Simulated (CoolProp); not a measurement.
Vapour-liquid equilibrium of R22 (1) + C3F8 (R218) (2) at 288.7 K; x and y are mole fractions of (1).

Model: multi-fluid Helmholtz-energy mixture model, Kamei 1995 and Lemmon 2006; pair parameters Bell 2016, in CoolProp.

| x | bubble pressure, mixture model (MPa) | bubble pressure, Raoult's law (MPa) | y, mixture model | y, Raoult's law |
|---|---|---|---|---|
| 0.05 | (withheld) | 0.6735 | 0.104 | 0.060 |
| 0.15 | 0.8106 | 0.6870 | 0.260 | 0.175 |
| 0.25 | (withheld) | 0.7006 | (withheld) | 0.286 |
| 0.35 | 0.9258 | 0.7141 | 0.456 | 0.393 |
| 0.45 | 0.9556 | 0.7276 | 0.523 | 0.496 |
| 0.55 | 0.9708 | 0.7411 | 0.581 | 0.595 |
| 0.65 | (withheld) | 0.7546 | 0.636 | 0.691 |
| 0.75 | 0.9613 | 0.7682 | (withheld) | 0.783 |
| 0.85 | (withheld) | 0.7817 | 0.775 | 0.872 |
| 0.95 | 0.8597 | 0.7952 | (withheld) | 0.958 |

Q: Fill in the missing entries.

A: 
- 0.05, bubble pressure, mixture model (MPa): 0.7203
- 0.25, bubble pressure, mixture model (MPa): 0.8784
- 0.25, y, mixture model: 0.372
- 0.65, bubble pressure, mixture model (MPa): 0.9731
- 0.75, y, mixture model: 0.696
- 0.85, bubble pressure, mixture model (MPa): 0.9289
- 0.95, y, mixture model: 0.900

The largest gap from Raoult's law is +31.3 % in bubble pressure, at x = 0.45. y crosses x between x = 0.55 and 0.65: the model has an azeotrope there.

The pair parameters rest on a limited set of measurements; away from them the model extrapolates.
